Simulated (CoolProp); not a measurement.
Vapour-liquid equilibrium of benzene (1) + ethylbenzene (2) at 1 MPa; x and y are mole fractions of (1).

Computed with CoolProp (multi-fluid Helmholtz-energy mixture model, Thol 2012 and Zhou 2012; pair parameters Bell 2016).

### Question
Give the bubble temperature and the first vapour's composition at x = 0.5, 0.65, 0.875. Is there an azeotrope?

### Answer
x = 0.5: 481.8 K, y = 0.715; x = 0.65: 471.6 K, y = 0.834; x = 0.875: 458.1 K, y = 0.955. No azeotrope shows between x = 0.05 and 0.95.

The pair parameters rest on a limited set of measurements; away from them the model extrapolates.
